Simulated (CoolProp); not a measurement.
CF4 (R14) at 293.15 K and 0.987 MPa flows at 21 m/s in a round tube of 4.6 mm bore and 1.5 µm roughness, fully developed (64/Re and Nu = 3.66 if laminar; Colebrook and Gnielinski if turbulent). Each further row changes one setting.

Values from CoolProp's reference Helmholtz-energy equation of state, Platzer 1990. This equation is an older, rougher fit.

| case | Reynolds number | Darcy friction factor | pressure drop (Pa/m) | heat-transfer coefficient (W/(m² K)) | mass flow (kg/h) |
|---|---|---|---|---|---|
| as stated | 205000 | 0.0178 | 31700 | 1350 | 46.6 |
| velocity 42 m/s | 410000 | 0.0167 | 119000 | 2530 | 93.2 |
| diameter 9.2 mm | 410000 | 0.0154 | 13700 | 1160 | 186 |

Viscosity comes from a separate model (Huber 2003), an estimate that may be off by 10 % or more. Thermal conductivity comes from a separate model (Huber 2003), an estimate that may be off by 10 % or more.
